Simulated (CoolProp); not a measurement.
A closed Brayton cycle with nitrogen: compressor inlet 309.15 K and 0.14 MPa, high pressure 0.323 MPa, turbine inlet 925 K, compressor efficiency 0.89, turbine efficiency 0.9, recuperator effectiveness 0.9 (on enthalpy, no pinch check). Each further row changes one setting.

The numbers come from the reference Helmholtz-energy equation of state, Span 2000 in CoolProp.

```tsv
case	thermal efficiency (%)	net work (kJ/kg)	compressor to turbine work	compressor exit (K)	turbine exit (K)
as stated	39.4	88.4	0.52	402.7	761.1
turbine inlet 875 K	37.3	78.1	0.55	402.7	718.6
compressor inlet 319.15 K	38.2	85.2	0.54	415.6	761.1
high pressure 0.275 MPa	38.7	76.3	0.50	382.9	790.3
recuperator effectiveness 0.5	23.4	88.4	0.52	402.7	761.1
```
